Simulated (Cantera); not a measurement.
An isothermal, constant-pressure homogeneous reactor starts with 26.4 % H2, 13.9 % O2, 59.7 % N2, equivalence ratio 0.95, at 875 K and 13300 Pa.

Cantera simulation using the H2/O2 subset of GRI-Mech 3.0, which has no nitrogen chemistry; the numbers are that mechanism's predictions, not measurements. Radical loss at walls, strong at low pressure, is not modelled. Below about 950 K walls govern HO2 and H2O2 in real vessels. The temperature is held fixed by assumption; the heat of reaction is taken as removed at once.

Problem. Predict: x(H2) at 1.00 s; x(O2) at 1.00 s; x(OH) at 1.00 s; x(H) at 1.00 s; x(O) at 1.00 s; x(HO2) at 1.00 s.

Solution. 
| Quantity | Result |
|---|---|
| x(H2) at 1.00 s | 0.00336 (gas-phase equilibrium 1.17e-11) |
| x(O2) at 1.00 s | 0.00966 (gas-phase equilibrium 0.00800) |
| x(OH) at 1.00 s | 1.04e-7 (gas-phase equilibrium 9.03e-9) |
| x(H) at 1.00 s | 2.94e-7 (gas-phase equilibrium <1e-12) |
| x(O) at 1.00 s | 7.74e-8 (gas-phase equilibrium <1e-12) |
| x(HO2) at 1.00 s | 3.67e-6 (gas-phase equilibrium 8.62e-12) |
